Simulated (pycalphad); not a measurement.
All values are pycalphad results on the COST 507 light-alloy database (1999) (1 atm), not direct measurements. No gas phase is included, though pure Mg would boil below 1650 K. The database dates from 1999; later assessments differ in places, in temperatures and in the compounds included. Kinetics are ignored, which matters at the lower temperatures.

Task: How does the equilibrium phase assembly of Al-7.518Mg-0.9128Si (wt.%) change on cooling from 1650 K to 350 K?

Result: 
```tsv
T (K)	phases above	phases below
891.3	liquid	fcc + liquid
858.3	fcc + liquid	fcc + liquid + MG2SI
829.2	fcc + liquid + MG2SI	fcc + MG2SI
553.3	fcc + MG2SI	ALMG_BETA + fcc + MG2SI
```
Changes were sought between steps of 25 K, so a narrower field can be missed.

Database names, with the compositions (at.%) that they take in these runs: MG2SI: Mg 67 Si 33; ALMG_BETA: Al 61 Mg 39.
